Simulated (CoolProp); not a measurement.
Vapour-liquid equilibrium of isobutane (1) + isobutene (2) at 1.77 MPa; x and y are mole fractions of (1).

The numbers come from the multi-fluid Helmholtz-energy mixture model, Bücker 2006 and Lemmon 2005; pair parameters Bell 2016 in CoolProp.

```tsv
x	bubble temperature, mixture model (K)	bubble temperature, Raoult's law (K)	y, mixture model	y, Raoult's law
0.05	371.1	371.2	0.054	0.054
0.15	370.4	370.7	0.159	0.161
0.25	369.8	370.3	0.263	0.266
0.35	369.3	369.8	0.364	0.369
0.45	368.8	369.4	0.463	0.471
0.55	368.4	369.0	0.562	0.571
0.65	368.0	368.5	0.660	0.669
0.75	367.7	368.1	0.757	0.765
0.85	367.4	367.7	0.854	0.860
0.95	367.1	367.2	0.951	0.954
```

The largest gap from Raoult's law is -0.6 K in bubble temperature, at x = 0.45. No azeotrope shows between x = 0.05 and 0.95.

Pair parameters are fitted to limited data, so mixtures are less certain than the pure fluids.
